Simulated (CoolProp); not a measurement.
Vapour-liquid equilibrium of R114 (1) + benzene (2) at 288.6 K; x and y are mole fractions of (1).

The numbers come from the multi-fluid Helmholtz-energy mixture model, Platzer 1990 and Thol 2012; pair parameters Bell 2016 in CoolProp. This equation is an older, rougher fit; its heat capacities, sound speeds and derivatives of the liquid may be far off and weren't checked against measurements.

Q: Give the bubble pressure and the first vapour's composition at x = 0.05, 0.2, 0.5. Is there an azeotrope?

A: x = 0.05: 0.03309 MPa, y = 0.766; x = 0.2: 0.07709 MPa, y = 0.908; x = 0.5: 0.1097 MPa, y = 0.946. No azeotrope shows between x = 0.05 and 0.95.

The pair parameters rest on a limited set of measurements; away from them the model extrapolates. With so large a gap from Raoult's law the liquid may split in two, which this calculation doesn't test in full.
